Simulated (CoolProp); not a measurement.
A simple Rankine cycle with R143a: condensing at 293.15 K, boiler at 2.65 MPa, turbine inlet 369.5 K, turbine efficiency 0.9, pump efficiency 0.8, no recuperator. Each further row changes one setting.

The numbers come from the reference Helmholtz-energy equation of state, Lemmon and Jacobsen 2000 in CoolProp.

| case | thermal efficiency (%) | net work (kJ/kg) | heat in (kJ/kg) | turbine exit temperature (K) | volume ratio over the turbine |
|---|---|---|---|---|---|
| as stated | 8.7 | 20.2 | 233 | 332.8 | 2.44 |
| turbine inlet 389.5 K | 8.7 | 22.6 | 260 | 354.0 | 2.39 |
| condensing temperature 285.15 K | 10.4 | 25.5 | 246 | 324.6 | 3.03 |
| boiler pressure 1.85 MPa | 5.4 | 13.3 | 245 | 349.3 | 1.67 |
| turbine efficiency 0.8 | 7.6 | 17.7 | 233 | 334.9 | 2.46 |
